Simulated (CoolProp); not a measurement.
R1123 along the isotherm 347.5 K: Z from the reference equation and from simpler models built on Tc = 331.7 K, pc = 4.549 MPa, ω = 0.243; each cubic takes its own stable root.

Model: reference Helmholtz-energy equation of state, Akasaka 2020, in CoolProp.

| p (MPa) | phase | reference |
|---|---|---|
| 0.0216 | gas | 0.9986 |
| 0.0443 | gas | 0.9971 |
| 0.091 | gas | 0.9940 |
| 0.187 | gas | 0.9876 |
| 0.384 | gas | 0.9744 |
| 0.788 | gas | 0.9466 |
| 1.62 | gas | 0.8861 |
| 3.32 | gas | 0.7428 |
| 6.82 | supercritical | 0.3056 |

Q: How far does each simpler model (van der Waals, Redlich-Kwong) lie from the reference over these 9 states: mean and median of the absolute difference, and the worst?

A: 
- van der Waals: mean 3.1 %, median 0.3 %, worst +22.8 % at 347.5 K and 6.82 MPa
- Redlich-Kwong: mean 1.4 %, median 0.0 %, worst +12.7 % at 347.5 K and 6.82 MPa
